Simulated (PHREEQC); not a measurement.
0.019 g of hydrous ferric oxide (600 m²/g; 0.2 weak and 0.005 strong sites per Fe, Dzombak-Morel constants, diffuse double layer) in 1 kg of water with 0.005 mol/kgw of an inert sodium salt and 0.0083 mmol/kgw NiCl2 and 0.021 mmol/kgw SrCl2, at 25 °C; the pH is set by adding NaOH or the inert anion's acid. Oxygen is held at 0.21 atm. The system is closed to CO2. No solid was allowed to form.

The series has 13 steps of pH, from 3 to 9.

The numbers come from PHREEQC with the ion-association model, wateq4f.dat.

Near which pH is half of the Ni sorbed, and on which side is more sorbed?

Near pH 7.7, with more sorbed at higher pH.

At which pH does the surface charge pass through zero?

Near pH 8.5.

The oxide is taken as insoluble; below pH 4 it would dissolve.
